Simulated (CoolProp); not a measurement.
Vapour-liquid equilibrium of CHF3 (R23) (1) + R143a (2) at 222.1 K; x and y are mole fractions of (1).

Values from CoolProp's multi-fluid Helmholtz-energy mixture model, Penoncello 2003 and Lemmon and Jacobsen 2000; pair parameters Bell 2016.

```json
[
 {"x": "0.05", "bubble pressure, mixture model (MPa)": "0.09929", "bubble pressure, Raoult's law (MPa)": "0.1030", "y, mixture model": "0.188", "y, Raoult's law": "0.223"},
 {"x": "0.15", "bubble pressure, mixture model (MPa)": "0.1332", "bubble pressure, Raoult's law (MPa)": "0.1405", "y, mixture model": "0.453", "y, Raoult's law": "0.490"},
 {"x": "0.25", "bubble pressure, mixture model (MPa)": "0.1708", "bubble pressure, Raoult's law (MPa)": "0.1779", "y, mixture model": "0.621", "y, Raoult's law": "0.645"},
 {"x": "0.35", "bubble pressure, mixture model (MPa)": "0.2102", "bubble pressure, Raoult's law (MPa)": "0.2153", "y, mixture model": "0.731", "y, Raoult's law": "0.746"},
 {"x": "0.45", "bubble pressure, mixture model (MPa)": "0.2501", "bubble pressure, Raoult's law (MPa)": "0.2528", "y, mixture model": "0.806", "y, Raoult's law": "0.817"},
 {"x": "0.55", "bubble pressure, mixture model (MPa)": "0.2894", "bubble pressure, Raoult's law (MPa)": "0.2902", "y, mixture model": "0.861", "y, Raoult's law": "0.869"},
 {"x": "0.65", "bubble pressure, mixture model (MPa)": "0.3276", "bubble pressure, Raoult's law (MPa)": "0.3277", "y, mixture model": "0.901", "y, Raoult's law": "0.910"},
 {"x": "0.75", "bubble pressure, mixture model (MPa)": "0.3649", "bubble pressure, Raoult's law (MPa)": "0.3651", "y, mixture model": "0.934", "y, Raoult's law": "0.942"},
 {"x": "0.85", "bubble pressure, mixture model (MPa)": "0.4018", "bubble pressure, Raoult's law (MPa)": "0.4026", "y, mixture model": "0.962", "y, Raoult's law": "0.969"},
 {"x": "0.95", "bubble pressure, mixture model (MPa)": "0.4393", "bubble pressure, Raoult's law (MPa)": "0.4400", "y, mixture model": "0.988", "y, Raoult's law": "0.990"}
]
```

The largest gap from Raoult's law is -5.2 % in bubble pressure, at x = 0.15. No azeotrope shows between x = 0.05 and 0.95.

Pair parameters are fitted to limited data, so mixtures are less certain than the pure fluids.
